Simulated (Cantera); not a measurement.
# Thermodynamics of silicon carbide growth, feed (CH3)2SiCl2 + H2

A closed system holds: 1 mol (CH3)2SiCl2, a varied amount of H2, equilibrated at 900 K and 0.390 bar.

These are equilibrium values from Cantera (NASA tables, ideal gas, pure condensed phases), not measurements of a reactor. Candidate condensed phases: C, C6H6, C7H8, C8H18, Si, SiC; 109 gas species. The feed counts by its element totals alone. Equilibrium is a limit: real reactors are often held back by kinetics, nucleation or transport.

From 95 mol H2 to 1500 mol H2 the condensed part is SiC(s). The main Si-bearing gas is SiCl4 at 95 mol H2 and SiHCl3 at 1500 mol H2. The share of Si in condensed phases is highest at 1500 mol H2 (97.0 %) and lowest at 95 mol H2 (76.7 %).

```tsv
n(H2) (mol)	log p H2	log p CH4	log p HCl	log p SiCl4	n SiC(s)
95	-0.42	-2.31	-2.35	-3.13	0.767
140	-0.42	-2.49	-2.46	-3.39	0.803
210	-0.41	-2.67	-2.59	-3.70	0.842
310	-0.41	-2.85	-2.71	-4.02	0.878
460	-0.41	-3.04	-2.85	-4.38	0.910
680	-0.41	-3.22	-2.99	-4.78	0.936
1000	-0.41	-3.39	-3.14	-5.21	0.956
1500	-0.41	-3.57	-3.31	-5.68	0.970
```
log p: log10 of the partial pressure in bar; n: condensed amount in mol.
